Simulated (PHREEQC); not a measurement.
Solution (85 °C): 0.0087 mol H3PO4 and 0.02 mol NaOH per kg of water. Closed to the air; pH follows from the charge balance.

The numbers come from PHREEQC with the ion-association model, wateq4f.dat.

No solid was allowed to form.

Question: What pH, ionic strength does the model give?

Answer: pH 9.83; ionic strength 0.0287 mol/kgw.

Question: In which forms is P present?

Answer: HPO4-2 96 %, PO4-3 1.9 %, NaHPO4- 1.8 % of the P.

H3PO4, which wateq4f.dat lacks, is added to it with the constant of phreeqc.dat. Away from 25 °C the constants follow the database's enthalpies or fits; those with neither stay at their 25 °C values.
